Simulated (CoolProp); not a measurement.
Vapour-liquid equilibrium of cyclohexane (1) + n-octane (2) at 7.39 bar; x and y are mole fractions of (1).

Values from CoolProp's multi-fluid Helmholtz-energy mixture model, Zhou 2014 and Beckmüller 2019; pair parameters Bell 2016.

### Question
Give the bubble temperature and the first vapour's composition at x = 0.35, 0.55, 0.95. Is there an azeotrope?

### Answer
x = 0.35: 468.2 K, y = 0.521; x = 0.55: 457.6 K, y = 0.722; x = 0.95: 440.1 K, y = 0.978. No azeotrope shows between x = 0.05 and 0.95.

The pair parameters rest on a limited set of measurements; away from them the model extrapolates.
